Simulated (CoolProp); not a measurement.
Model: reference Helmholtz-energy equation of state, Gao 2022, in CoolProp.

For n-perfluorohexane, give the phase and the Z, cp (kJ/(kg K)), speed of sound (m/s), isothermal compressibility (1/MPa) at 370.2 K and 1020 kPa; 381.6 K and 1020 kPa.


- 370.2 K and 1020 kPa: liquid; Z 0.0774, cp 1.16, speed of sound 317, isothermal compressibility 0.00846
- 381.6 K and 1020 kPa: liquid; Z 0.0776, cp 1.19, speed of sound 281, isothermal compressibility 0.0112
